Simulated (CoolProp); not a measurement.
Model: reference Helmholtz-energy equation of state, Thol 2015, in CoolProp.

Question: For octamethylcyclotetrasiloxane (D4), give the phase and the cv (kJ/(kg K)), Joule-Thomson coefficient (K/MPa), isothermal compressibility (1/MPa) at 228.05 °C and 0.808 MPa; 228.05 °C and 1.82 MPa.

Answer: 
- 228.05 °C and 0.808 MPa: liquid; cv 1.84, Joule-Thomson coefficient 0.171, isothermal compressibility 0.0152
- 228.05 °C and 1.82 MPa: liquid; cv 1.83, Joule-Thomson coefficient 0.0859, isothermal compressibility 0.0128
